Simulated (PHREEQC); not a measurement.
Model water analysis in mmol/kgw, 20 °C, pH 7.86: Na 110; K 0.362; Ca 16.9; Mg 15.7; Cl 150; S(6) 13.5; Alkalinity (meq/kgw) 0.0263; Si 0.0894.

Valence states are taken as typed.

All values are PHREEQC results (Pitzer model, pitzer.dat), not measurements.

The ionic strength comes out as 0.222 mol/kgw. What activity coefficients do SO4-2, HCO3-, H3SiO4-, Ca+2, K+ get?

SO4-2 0.18, HCO3- 0.77, H3SiO4- 0.63, Ca+2 0.28, K+ 0.73. Single-ion values are on the MacInnes scale.

Precipitation was switched off in this run.
